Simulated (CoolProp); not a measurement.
Properties of R227EA along the isobar 101 kPa.

Values from CoolProp's reference Helmholtz-energy equation of state, Lemmon 2016.

```
T (K)  phase  Joule-Thomson coefficient (K/MPa)  isothermal compressibility (1/MPa)
-----  -----  ---------------------------------  ----------------------------------
270.5    gas                              26.49                               10.33
284.6    gas                              21.69                               10.25
298.6    gas                              18.08                               10.19
312.6    gas                              15.29                               10.14
326.7    gas                              13.11                               10.10
340.7    gas                              11.39                               10.07
354.7    gas                              10.01                               10.05
368.8    gas                              8.872                               10.03
```
